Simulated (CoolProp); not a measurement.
Vapour pressure (kPa) of R245ca: the reference equation beside estimates from Tc = 447.6 K, pc = 3941 kPa, ω = 0.355. Clausius-Clapeyron is anchored at 386.8 K with a constant enthalpy of vaporisation of 19.14 kJ/mol.

Computed with CoolProp (reference Helmholtz-energy equation of state, Zhou 2016).

| T (K) | reference | Lee-Kesler | Clausius-Clapeyron | van der Waals | Redlich-Kwong | Soave-Redlich-Kwong |
|---|---|---|---|---|---|---|
| 349.1 | 513.5 | 516.3 | 662.3 | [?] | 807.1 | 517.8 |
| 354.5 | 591.5 | 594.9 | 732.2 | 1442 | 902.4 | 597.3 |
| 359.9 | 678.1 | [?] | 807.2 | 1547 | [?] | 685.7 |
| 365.3 | 773.8 | 778.5 | 887.2 | 1656 | 1116 | 783.6 |
| 370.6 | 877.4 | 882.6 | 970.8 | 1768 | [?] | 889.7 |
| 376 | 993.3 | 999.1 | 1061 | 1887 | 1359 | 1008 |
| 381.4 | 1120 | 1127 | 1158 | 2011 | 1494 | 1139 |
| 386.8 | 1259 | 1266 | 1259 | 2139 | 1638 | 1281 |
| 392.2 | 1411 | 1418 | 1367 | 2273 | 1791 | [?] |
| 397.5 | 1573 | 1580 | 1478 | 2408 | 1951 | 1602 |
| 402.9 | 1751 | 1759 | 1597 | 2552 | 2123 | 1784 |
| 408.3 | 1946 | 1954 | 1723 | 2701 | 2304 | 1982 |
| 413.7 | 2156 | 2165 | 1854 | 2855 | 2496 | 2196 |
| 419.1 | 2383 | 2393 | 1992 | 3014 | 2698 | [?] |
| 424.4 | [?] | 2635 | 2133 | 3175 | 2906 | 2668 |

Q: Complete the blanks.

A: 
- 349.1, van der Waals: 1342
- 359.9, Lee-Kesler: 682.1
- 359.9, Redlich-Kwong: 1005
- 370.6, Redlich-Kwong: 1232
- 392.2, Soave-Redlich-Kwong: 1436
- 419.1, Soave-Redlich-Kwong: 2425
- 424.4, reference: 2625

Absolute difference from the reference over all 15 rows, mean and median: Lee-Kesler 0.5 and 0.5 %, Clausius-Clapeyron 12.4 and 11.5 %, van der Waals 77.8 and 69.9 %, Redlich-Kwong 31.5 and 30.1 %, Soave-Redlich-Kwong 1.5 and 1.7 %.
